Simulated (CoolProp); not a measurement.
n-pentane along the isotherm 527.5 K: density (kg/m³) from the reference equation and from simpler models built on Tc = 469.7 K, pc = 33.68 bar, ω = 0.251; each cubic takes its own stable root.

Values from CoolProp's reference Helmholtz-energy equation of state, Thol 2019.

| p (bar) | phase | reference | ideal gas | van der Waals | Redlich-Kwong | Soave-Redlich-Kwong | Peng-Robinson |
|---|---|---|---|---|---|---|---|
| 0.532 | gas | 0.8784 | 0.8752 | 0.8783 | 0.8785 | 0.8783 | 0.8788 |
| 0.803 | gas | 1.328 | 1.321 | 1.328 | 1.329 | 1.328 | 1.329 |
| 1.21 | gas | 2.007 | 1.990 | 2.007 | 2.008 | 2.007 | 2.009 |
| 1.83 | gas | 3.049 | 3.010 | 3.048 | 3.051 | 3.048 | 3.054 |
| 2.76 | gas | 4.628 | 4.540 | 4.626 | 4.633 | 4.627 | 4.640 |
| 4.16 | gas | 7.046 | 6.843 | 7.042 | 7.058 | 7.044 | 7.074 |
| 6.28 | gas | 10.80 | 10.33 | 10.80 | 10.83 | 10.80 | 10.87 |
| 9.47 | gas | 16.69 | 15.58 | 16.68 | 16.76 | 16.68 | 16.84 |
| 14.3 | gas | 26.22 | 23.52 | 26.22 | 26.40 | 26.17 | 26.57 |
| 21.5 | gas | 42.06 | 35.37 | 42.22 | 42.56 | 41.90 | 42.89 |
| 32.5 | gas | 71.60 | 53.46 | 73.19 | 73.25 | 70.85 | 73.47 |
| 49 | supercritical | 138.2 | 80.61 | 157.4 | 144.7 | 131.6 | 139.0 |
| 74 | supercritical | 276.7 | 121.7 | 246.7 | 261.2 | 237.7 | 255.6 |
| 112 | supercritical | 361.1 | 184.2 | 288.7 | 333.5 | 317.3 | 346.6 |
| 168 | supercritical | 412.1 | 276.4 | 319.6 | 386.5 | 374.9 | 412.6 |
